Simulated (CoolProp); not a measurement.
Vapour-liquid equilibrium of R124 (1) + R142b (2) at 0.274 bar; x and y are mole fractions of (1).

The numbers come from the multi-fluid Helmholtz-energy mixture model, de Vries 1995 and Lemmon 2006; pair parameters Bell 2016 in CoolProp.

| x | bubble temperature, mixture model (°C) | bubble temperature, Raoult's law (°C) | y, mixture model | y, Raoult's law |
|---|---|---|---|---|
| 0.05 | -37.4 | -37.5 | ___ | 0.055 |
| 0.2 | -37.6 | -37.8 | ___ | 0.217 |
| 0.35 | -37.7 | -38.1 | 0.363 | 0.374 |
| 0.5 | ___ | -38.4 | 0.520 | 0.526 |
| 0.65 | -38.2 | -38.7 | ___ | 0.673 |
| 0.8 | -38.6 | -39.0 | 0.825 | 0.816 |
| 0.95 | -39.1 | -39.2 | ___ | 0.955 |

Problem. Complete the blanks.

Solution. 
- 0.05, y, mixture model: 0.052
- 0.2, y, mixture model: 0.208
- 0.5, bubble temperature, mixture model (°C): -37.9
- 0.65, y, mixture model: 0.676
- 0.95, y, mixture model: 0.960

The largest gap from Raoult's law is +0.5 K in bubble temperature, at x = 0.65. No azeotrope shows between x = 0.05 and 0.95.

Pair parameters are fitted to limited data, so mixtures are less certain than the pure fluids.
